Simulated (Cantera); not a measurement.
## Premixed flame

A freely propagating, adiabatic, planar premixed flame of H₂ : O₂ : N₂ = 1 : 0.312 : 1.17 (molar parts), unburnt at 700 K and 1.60 bar; mixture-averaged transport, grid criteria slope 0.08 and curve 0.16, no radiation.

Detailed kinetics in Cantera: the H2/O2 subset of GRI-Mech 3.0, which has no nitrogen chemistry. Burning velocities carry a grid error of a few per cent, more on coarse grids.

| z (mm) | T (K) | u (m/s) | x H₂ | x O₂ | x H₂O₂ | x OH | x HO₂ | x H |
|---|---|---|---|---|---|---|---|---|
| -0.791 | 700 | 12.3 | 0.403 | 0.126 | <1e-8 | <1e-8 | <1e-8 | <1e-8 |
| -0.527 | 700 | 12.3 | 0.403 | 0.126 | <1e-8 | <1e-8 | <1e-8 | <1e-8 |
| -0.395 | 700 | 12.3 | 0.403 | 0.126 | <1e-8 | <1e-8 | 1.40e-8 | <1e-8 |
| -0.264 | 700 | 12.3 | 0.403 | 0.126 | <1e-8 | <1e-8 | 1.72e-6 | 3.78e-7 |
| -0.132 | 719 | 12.6 | 0.400 | 0.126 | 2.40e-6 | 7.70e-5 | 0.000270 | 0.000464 |
| -0.0659 | 914 | 15.7 | 0.367 | 0.119 | 8.05e-6 | 0.000798 | 0.000212 | 0.0101 |
| 0 | 1336 | 22.3 | 0.252 | 0.0753 | 3.99e-6 | 0.00397 | 9.61e-5 | 0.0556 |
| 0.0659 | 1632 | 26.9 | 0.158 | 0.0210 | 2.00e-6 | 0.00831 | 2.63e-5 | 0.0894 |
| 0.132 | 1765 | 28.9 | 0.139 | 0.00706 | 1.26e-6 | 0.0101 | 8.48e-6 | 0.0897 |
| 0.264 | 1902 | 30.9 | 0.141 | 0.00369 | 7.28e-7 | 0.0112 | 4.19e-6 | 0.0767 |
| 0.527 | 2045 | 32.8 | 0.148 | 0.00252 | 4.00e-7 | 0.0113 | 2.69e-6 | 0.0603 |
| 1.05 | 2184 | 34.7 | 0.154 | 0.00153 | 2.23e-7 | 0.0103 | 1.61e-6 | 0.0444 |
| 2.11 | 2303 | 36.2 | 0.160 | 0.000804 | 1.30e-7 | 0.00842 | 8.85e-7 | 0.0307 |
x: mole fraction of selected species; z is measured from the peak of heat release.

```
Quantity                      Value
------------------------  ---------
laminar burning velocity  1230 cm/s
thermal thickness          0.264 mm
peak x(H₂O₂)                8.12e-6
peak x(OH)                   0.0114
peak x(HO₂)                0.000307
peak x(H)                    0.0917
```
